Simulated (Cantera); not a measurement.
Input: 1 mol SiC, 0.34 mol N2O, 2.8 mol H2, 0.0092 mol O2, equilibrated at 9100 Pa.

Cantera equilibrium calculation (NASA polynomials, part measured and part estimated; ideal gas, pure solids and liquids). Candidate condensed phases: C, C6H6, C7H8, C8H18, H2O, Si, SiC, SiO2, Si2N2O, Si3N4; 151 gas species. Gases not in the tables: Si2H6 and higher silanes. Kinetics and transport are ignored. All values below are at 1923 K.

Base state: H2 0.798, N2 0.0969, SiO 0.0512, CO 0.0511, H 0.00279, HCN 0.000263, Si 8.65e-5, SiH2 2.49e-5 (mole fractions); condensed: SiC(s).

What changes in the equilibrium state with this change: pressure from 9100 Pa to 46000 Pa?


```
species          before    after
--------------  -------  -------
H2                0.798    0.831
N2               0.0969   0.0809
CO               0.0511   0.0629
SiO              0.0512   0.0237
CH4             2.67e-6  2.39e-5
Si              8.65e-5  1.05e-5
H2O             6.81e-6  2.70e-5
SiH             1.91e-5  5.30e-6
H               0.00279  0.00127
SiC(s), mol       0.820    0.787
Si2N2O(s), mol        0   0.0668
```
Mutual solubility and eutectic melting of coexisting phases are not modelled.
